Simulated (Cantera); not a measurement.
A closed system holds: 1 mol SiCl4, 0.62 mol Cl2, 0.57 mol H2, held at 0.100 bar.

Cantera equilibrium calculation (NASA polynomials, part measured and part estimated; ideal gas, pure solids and liquids). Candidate condensed phases: Si; 19 gas species. The tables' values for SiCl3 are old estimates; treat these amounts as uncertain. The numbers say what is thermodynamically allowed, not how fast it happens. All values below are at 1325 °C.

Base state: HCl 0.512, SiCl4 0.447, Cl 0.0307, Cl2 0.00801, SiCl3 0.00179, SiCl2 1.78e-5 (mole fractions); condensed: gas only.

### Question
What changes in the equilibrium state with this change: pressure from 0.100 bar to 1.00 bar?

### Answer
```
species   before     after
-------  -------  --------
HCl        0.512     0.517
SiCl4      0.447     0.453
Cl2      0.00801    0.0160
Cl        0.0307    0.0137
SiCl2    1.78e-5   9.03e-7
SiCl3    0.00179  0.000406
```

### Question
What changes in the equilibrium state with this change: pressure from 0.100 bar to 0.670 bar?

### Answer
```json
[
 {"species": "HCl", "before": "0.512", "after": "0.516"},
 {"species": "SiCl4", "before": "0.447", "after": "0.452"},
 {"species": "Cl", "before": "0.0307", "after": "0.0162"},
 {"species": "Cl2", "before": "0.00801", "after": "0.0148"},
 {"species": "SiCl2", "before": "1.78e-5", "after": "1.45e-6"},
 {"species": "SiCl3", "before": "0.00179", "after": "0.000515"}
]
```
